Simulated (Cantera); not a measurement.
An adiabatic, constant-volume homogeneous reactor starts with H2 : O2 : N2 : NO = 1 : 0.704 : 2.65 : 0.012 (molar parts), at 1600 K and 0.720 atm.

Cantera simulation using GRI-Mech 3.0 (53 species, 325 reactions); the numbers are that mechanism's predictions, not measurements.

Predict: time of steepest temperature rise; temperature at 4.00 s; equilibrium temperature; x(H2) at 4.00 s; x(O2) at 4.00 s; x(NO) at 4.00 s; x(NO2) at 4.00 s; x(O) at 4.00 s; x(HO2) at 4.00 s.


```
Property                                                             Value
---------------------------------  ---------------------------------------
time of steepest temperature rise                                  13.4 µs
temperature at 4.00 s                                               2869 K
equilibrium temperature                                             2869 K
x(H2) at 4.00 s                      0.0245 (gas-phase equilibrium 0.0245)
x(O2) at 4.00 s                      0.0439 (gas-phase equilibrium 0.0439)
x(NO) at 4.00 s                      0.0169 (gas-phase equilibrium 0.0169)
x(NO2) at 4.00 s                   5.39e-6 (gas-phase equilibrium 5.39e-6)
x(O) at 4.00 s                       0.0136 (gas-phase equilibrium 0.0136)
x(HO2) at 4.00 s                   1.51e-5 (gas-phase equilibrium 1.51e-5)
```
